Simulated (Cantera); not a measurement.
A perfectly stirred reactor is fed with 11.2 % CH4, 8.77 % H2, 16.8 % O2, 63.2 % N2, at 7500 Torr; it is adiabatic with a 375 K inlet, and is followed from long to short residence time, starting on the burning branch (τ in s: 0.14, 0.044, 0.014, 0.0044, 0.0014, 0.00043, 0.00014, 4.3e-05, 1.3e-05, 4.2e-06).

Model: GRI-Mech 3.0 (53 species, 325 reactions), integrated in Cantera.

x: mole fraction; the columns are a selection and need not sum to one.

```tsv
τ (s)	T (K)	x CH4	x H2	x O2	x H2O	x C2H4	x CH2	x H2O2
0.14	1963	0.00170	0.108	5.18e-5	0.185	…	6.98e-8	3.13e-9
0.044	1972	0.00322	0.102	0.000152	0.188	…	1.80e-7	9.22e-9
0.014	1981	0.00523	0.0935	0.000427	0.193	…	4.39e-7	2.68e-8
0.0044	1987	0.00768	0.0838	0.00118	0.199	…	1.03e-6	7.87e-8
0.0014	1979	0.0106	0.0752	0.00314	0.202	…	2.20e-6	2.34e-7
0.00043	1931	0.0147	0.0689	0.00883	0.200	…	3.77e-6	8.01e-7
0.00014	375	0.112	0.0877	0.168	<1e-12	<1e-12	<1e-12	<1e-12
4.3e-5	375	0.112	0.0877	0.168	<1e-12	<1e-12	<1e-12	<1e-12
1.3e-5	375	0.112	0.0877	0.168	<1e-12	<1e-12	<1e-12	<1e-12
4.2e-6	375	0.112	0.0877	0.168	<1e-12	<1e-12	<1e-12	<1e-12
```

Problem. Some entries are withheld; supply them.

Solution. 
- 0.14, x C2H4: 5.26e-6
- 0.044, x C2H4: 1.75e-5
- 0.014, x C2H4: 4.36e-5
- 0.0044, x C2H4: 9.82e-5
- 0.0014, x C2H4: 0.000223
- 0.00043, x C2H4: 0.000577
